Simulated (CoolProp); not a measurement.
Vapour-liquid equilibrium of R245fa (1) + isopentane (2) at 293.8 K; x and y are mole fractions of (1).

Values from CoolProp's multi-fluid Helmholtz-energy mixture model, Akasaka 2015 and Lemmon 2006; pair parameters Bell 2016.

```csv
x,bubble pressure (MPa),y at the bubble point,dew pressure at overall composition x (MPa),liquid density (mol/L)
0.05,0.09949,0.241,0.08214,8.619
0.15,0.1301,0.463,0.09045,8.692
0.25,0.1484,0.561,0.1005,8.773
0.35,0.1582,0.611,0.1128,8.866
0.45,0.1627,0.638,0.1280,8.976
0.55,0.1644,0.653,0.1463,9.108
0.65,0.1648,0.663,0.1641,9.265
0.75,0.1644,0.677,0.1567,9.452
0.85,0.1610,0.715,0.1437,9.673
0.95,0.1457,0.835,0.1317,9.930
```

y crosses x between x = 0.65 and 0.75: the model has an azeotrope there.

Pair parameters are fitted to limited data, so mixtures are less certain than the pure fluids. With so large a gap from Raoult's law the liquid may split in two, which this calculation doesn't test in full.
